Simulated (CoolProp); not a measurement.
The fluid at 498.31 K and 0.171 MPa expands adiabatically to 0.0253 MPa with isentropic efficiency 0.7. The same conditions are run with several fluids, on thermodynamics alone (safety and materials aside).

Computed with CoolProp (reference Helmholtz-energy equation of state of each fluid (tetrahydrofuran: Fiedler 2023; cyclopentane: Gedanitz 2015; R22: Kamei 1995; n-butane: Bücker 2006; R507A: Lemmon 2003)). Blends and air are pseudo-pure fits.

```json
[
 {"fluid": "tetrahydrofuran", "work (kJ/kg)": "71.7", "final temperature (K)": "456.7", "final density (kg/m³)": "___"},
 {"fluid": "cyclopentane", "work (kJ/kg)": "74.2", "final temperature (K)": "461.3", "final density (kg/m³)": "___"},
 {"fluid": "R22", "work (kJ/kg)": "57.2", "final temperature (K)": "___", "final density (kg/m³)": "___"},
 {"fluid": "n-butane", "work (kJ/kg)": "___", "final temperature (K)": "461.3", "final density (kg/m³)": "___"},
 {"fluid": "R507A", "work (kJ/kg)": "52.1", "final temperature (K)": "___", "final density (kg/m³)": "___"}
]
```

### Question
Some entries are withheld; supply them.

### Answer

- tetrahydrofuran, final density (kg/m³): 0.482
- cyclopentane, final density (kg/m³): 0.464
- R22, final temperature (K): 427.7
- R22, final density (kg/m³): 0.616
- n-butane, work (kJ/kg): 89.8
- n-butane, final density (kg/m³): 0.384
- R507A, final temperature (K): 451.7
- R507A, final density (kg/m³): 0.667
